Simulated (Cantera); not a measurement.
## Thermodynamics of titanium nitride, carbide and oxide coatings, feed Ti(OiPr)4 + O2

Charge: 1 mol Ti(OiPr)4, 3.7 mol O2, equilibrated at 0.133 bar.

Equilibrium computed with Cantera from the NASA thermochemical tables; the gas is ideal and each condensed phase is pure. Candidate condensed phases: C, C6H6, C7H8, C8H18, H2O, Ti, TiC, TiO, TiO2, Ti2O3, Ti3O5, Ti4O7; 113 gas species. The feed counts by its element totals alone. Mutual solubility and eutectic melting of coexisting phases are not modelled. TiC, TiO: taken at fixed stoichiometry. Condensed phases not in the tables: solid solutions among these carbides, nitrides and lower oxides. Rates play no part.

```
T (K)   x H2   x CO      x H     x H2O    x TiO  n TiC(s)  n Ti2O3(s)  n TiO(l)
-----  -----  -----  -------  --------  -------  --------  ----------  --------
1850   0.555  0.443  0.00110  0.000181  2.18e-7     0.842      0.0789         0
1875   0.555  0.443  0.00134  0.000184  3.80e-7     0.842      0.0789         0
1900   0.555  0.443  0.00162  0.000186  6.53e-7     0.842      0.0789         0
1925   0.555  0.443  0.00195  0.000189  1.10e-6     0.842      0.0789         0
1950   0.554  0.443  0.00234  0.000191  1.84e-6     0.842      0.0788         0
1975   0.554  0.443  0.00279  0.000193  3.03e-6     0.842      0.0788         0
2000   0.554  0.443  0.00331  0.000196  4.92e-6     0.842      0.0788         0
2025   0.553  0.443  0.00392  0.000198  7.88e-6     0.842      0.0787         0
2050   0.552  0.443  0.00462  0.000192  1.15e-5     0.803           0     0.197
2075   0.551  0.443  0.00542  0.000185  1.65e-5     0.803           0     0.197
2100   0.550  0.443  0.00633  0.000179  2.34e-5     0.803           0     0.197
2125   0.550  0.443  0.00737  0.000173  3.30e-5     0.802           0     0.197
2150   0.549  0.442  0.00856  0.000167  4.60e-5     0.802           0     0.196
2175   0.548  0.442  0.00989  0.000162  6.37e-5     0.802           0     0.196
```
x: gas mole fraction; n: condensed amount in mol.

From 1850 K to 2025 K the condensed part is TiC(s) + Ti2O3(s). From 2050 K to 2175 K the condensed part is TiC(s) + TiO(l). The main Ti-bearing gas is TiO throughout.
